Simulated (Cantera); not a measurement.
Charge: 1 mol SiO2, 340 mol H2, 0.38 mol N2, equilibrated at 100000 Pa.

Cantera equilibrium calculation (NASA polynomials, part measured and part estimated; ideal gas, pure solids and liquids). Candidate condensed phases: H2O, Si, SiO2, Si2N2O, Si3N4; 35 gas species. N2 is the only nitrogen source here; it is nearly inert below about 1500 K, so the nitride shown seldom forms there in practice. Kinetics and transport are ignored.

x: gas mole fraction; n: condensed amount in mol.

| T (K) | x H2 | x N2 | x NH3 | x H2O | n SiO2(α-quartz) | n Si2N2O(s) | n SiO2(β-quartz) |
|---|---|---|---|---|---|---|---|
| 600 | 0.998 | … | 0.00102 | 3.57e-7 | 1.000 | 4.05e-5 | 0 |
| 625 | 0.999 | … | 0.000748 | 5.54e-7 | 1.000 | 6.28e-5 | 0 |
| 650 | 0.999 | … | 0.000543 | 8.12e-7 | 1.000 | 9.21e-5 | 0 |
| 675 | 0.999 | 0.000919 | 0.000396 | 1.14e-6 | 1.000 | 0.000130 | 0 |
| 700 | 0.999 | 0.000971 | 0.000291 | 1.55e-6 | 1.000 | 0.000176 | 0 |
| 725 | 0.999 | 0.00101 | 0.000217 | 2.06e-6 | 1.000 | 0.000233 | 0 |
| 750 | 0.999 | 0.00103 | 0.000164 | 2.66e-6 | 0.999 | 0.000302 | 0 |
| 775 | 0.999 | 0.00105 | 0.000126 | 3.37e-6 | 0.999 | 0.000383 | 0 |
| 800 | 0.999 | 0.00107 | 9.75e-5 | 4.20e-6 | 0.999 | 0.000477 | 0 |
| 825 | 0.999 | 0.00108 | 7.66e-5 | 5.15e-6 | 0.999 | 0.000584 | 0 |
| 850 | 0.999 | 0.00108 | 6.10e-5 | 6.22e-6 | 0 | 0.000706 | 0.999 |
| 875 | 0.999 | 0.00109 | 4.91e-5 | 7.42e-6 | 0 | 0.000842 | 0.998 |

**Question.** What belongs in the gaps?

**Answer.** 
- 600, x N2: 0.000606
- 625, x N2: 0.000743
- 650, x N2: 0.000845
